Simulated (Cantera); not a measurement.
Input (Python, Cantera):

```python
import numpy as np
import cantera as ct

gas = ct.Solution("gri30.yaml")
gas.TPX = 1500, 500000, {'CO': 1, 'H2': 0.89, 'O2': 0.788, 'N2': 2.96}
reactor = ct.IdealGasReactor(gas, energy="on", clone=False)
net = ct.ReactorNet([reactor])
net.rtol, net.atol = 1e-08, 1e-16
show = ['CO', 'H2', 'O2', 'H', 'NO', 'N2O', 'H2O2']
times = np.geomspace(7e-06, 0.6, 10)

steps = ct.SolutionArray(gas, extra=["t"])
rows = []
print(f"{'t/s':>10s}{'T/K':>9s}{'P/Pa':>11s}" + "".join(f"{s:>11s}" for s in show))
for t in times:
    while net.time < t:
        t_next = net.step()
        steps.append(gas.state, t=t_next)
    rows.append([np.interp(t, steps.t, y) for y in (steps.T, steps.P, *steps(*show).X.T)])
    print(f"{t:10.3e}{rows[-1][0]:9.1f}{rows[-1][1]:11.4g}" + "".join(f"{x:11.3e}" for x in rows[-1][2:]))
rate = np.gradient(steps.T, steps.t)
print("integrator steps:", len(steps.t))
if steps.T.max() > steps.T[0] + 200:
    print(f"time of steepest temperature rise: {steps.t[rate.argmax()]:.4e} s")
gas.TPX = 1500, 500000, {'CO': 1, 'H2': 0.89, 'O2': 0.788, 'N2': 2.96}
gas.equilibrate("UV")
print(f"equilibrium (UV): T = {gas.T:.1f} K  " + "  ".join(f"{s} {gas[s].X[0]:.3e}" for s in show))
```

It prints:

```
       t/s      T/K       P/Pa         CO         H2         O2          H         NO        N2O       H2O2
 7.000e-06   2921.1  8.948e+05  1.124e-01  2.343e-02  2.814e-02  1.702e-02  3.825e-04  9.969e-07  8.851e-07
 2.473e-05   3124.4  9.433e+05  1.045e-01  2.031e-02  2.159e-02  1.067e-02  4.266e-03  1.804e-06  1.270e-06
 8.736e-05   3111.2   9.39e+05  1.052e-01  2.074e-02  1.922e-02  1.040e-02  1.147e-02  1.958e-06  1.177e-06
 3.086e-04   3106.8  9.376e+05  1.055e-01  2.089e-02  1.849e-02  1.031e-02  1.373e-02  2.043e-06  1.148e-06
 1.090e-03   3106.8  9.375e+05  1.055e-01  2.089e-02  1.849e-02  1.031e-02  1.374e-02  2.044e-06  1.148e-06
 3.852e-03   3106.8  9.375e+05  1.055e-01  2.089e-02  1.849e-02  1.031e-02  1.374e-02  2.044e-06  1.148e-06
 1.361e-02   3106.8  9.375e+05  1.055e-01  2.089e-02  1.849e-02  1.031e-02  1.374e-02  2.044e-06  1.148e-06
 4.807e-02   3106.8  9.375e+05  1.055e-01  2.089e-02  1.849e-02  1.031e-02  1.374e-02  2.044e-06  1.148e-06
 1.698e-01   3106.8  9.375e+05  1.055e-01  2.089e-02  1.849e-02  1.031e-02  1.374e-02  2.044e-06  1.148e-06
 6.000e-01   3106.8  9.375e+05  1.055e-01  2.089e-02  1.849e-02  1.031e-02  1.374e-02  2.044e-06  1.148e-06
integrator steps: 1228
time of steepest temperature rise: 3.3376e-06 s
equilibrium (UV): T = 3106.8 K  CO 1.055e-01  H2 2.089e-02  O2 1.849e-02  H 1.031e-02  NO 1.374e-02  N2O 2.044e-06  H2O2 1.148e-06
```

Detailed kinetics in Cantera: GRI-Mech 3.0 (53 species, 325 reactions). The hydrogen kinetics of GRI-Mech 3.0 are dated; newer H2 mechanisms differ, most at raised pressure. Above 3000 K some thermodynamic fits are extrapolated.
